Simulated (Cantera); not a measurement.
What does this Cantera script print?

```python
import numpy as np
import cantera as ct

gas_names = [...]  # 123 gases of nasa_gas.yaml made of C, H, O, Si
cond_names = """
    C(gr) C6H6(L) C7H8(L) C8H18(L),n-octa H2O(s) H2O(L) Si(cr) Si(L) SiC(b) SiO2(Lqz) SiO2(hqz) SiO2(L)
""".split()


# ... load() reads the species with a 1 bar reference pressure and builds the phases ...
atoms = {
    'SiC': {'Si': 1, 'C': 1},
    'CO2': {'C': 1, 'O': 2},
    'H2': {'H': 2},
}
top_T = {'C(gr)': 4500, 'SiC(b)': 3050}  # K; cautious upper limits of use, not melting points


# ... equilibrate(T, P, feed) seeds the gas with the atoms and calls Mixture.equilibrate('TP', solver="vcs", rtol=1e-11, max_steps=5000) ...
results = []
feed = {'SiC': 1, 'CO2': 0.12, 'H2': 270}  # mol
T = 1373  # K
for P in [0.1, 0.6, 3.6, 22, 130, 770, 4600, 28000, 170000, 1000000]:
    mix = equilibrate(T, P, feed)
    results.append((T, P, feed, dict(zip(mix.species_names, mix.species_moles))))

top = {s: max(r[3][s] / sum(r[3][g] for g in gas_names) for r in results) for s in gas_names}
cols = sorted((s for s in top if top[s] > 0.0001), key=lambda s: -top[s])[:6]
seen = [c for c in cond_names if any(r[3].get(c, 0) > 1e-12 for r in results)]
print("log10 of partial pressures in bar; condensed amounts in mol")
print(f"{'P/Pa':>10s}" + "".join(f"{s[:9]:>10s}" for s in cols + seen))
for T, P, feed, n in results:
    ng = sum(n[g] for g in gas_names)
    print(f"{P:10.4g}" + "".join(f"{np.log10(max(n[s] / ng * P / 1e5, 1e-99)):10.3f}" for s in cols)
          + "".join(f"{n.get(c, 0):10.4g}" for c in seen))
```

Result:

```
log10 of partial pressures in bar; condensed amounts in mol
      P/Pa        H2         H       CH4        CO       SiO    SiC(b) SiO2(hqz)
       0.1    -6.002    -8.478   -15.525    -9.168    -9.682    0.9362         0
       0.6    -5.223    -8.089   -13.982    -8.397    -8.880    0.9393         0
       3.6    -4.444    -7.700   -12.428    -7.620    -8.098    0.9399         0
        22    -3.658    -7.307   -10.856    -6.834    -7.311      0.94         0
       130    -2.886    -6.921    -9.313    -6.063    -6.539      0.94         0
       770    -2.114    -6.535    -7.769    -5.291    -5.765    0.9398         0
      4600    -1.338    -6.146    -6.223    -4.519    -4.981    0.9386         0
   2.8e+04    -0.553    -5.754    -4.253    -3.884    -5.148    0.9401   0.05302
   1.7e+05     0.230    -5.363    -2.853    -4.134    -5.065    0.8856     0.113
     1e+06     1.000    -4.978    -2.050    -5.238    -4.697    0.8794    0.1194
```

Equilibrium computed with Cantera from the NASA thermochemical tables; the gas is ideal and each condensed phase is pure. Mutual solubility and eutectic melting of coexisting phases are not modelled. The tables hold silica as quartz up to 1696 K and as liquid above; real silica turns to tridymite and cristobalite and melts near 1996 K.
